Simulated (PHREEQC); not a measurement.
Dissolve 15 mmol/kgw KOH, 7.2 mmol/kgw K2SiO3 and 170 mmol/kgw K3PO4 at 21 °C. Closed to the air; pH follows from the charge balance.

The numbers come from PHREEQC with the ion-association model, phreeqc.dat.

Task: The ionic strength comes out as 1.03 mol/kgw. What activity coefficients do K+, PO4-3, OH-, KHPO4-, H3SiO4- get?

Result: K+ 0.60, PO4-3 0.010, OH- 0.58, KHPO4- 0.65, H3SiO4- 0.60.

No solid was allowed to form. Ionic strength above about 0.7 mol/kgw puts this run outside the model's range.
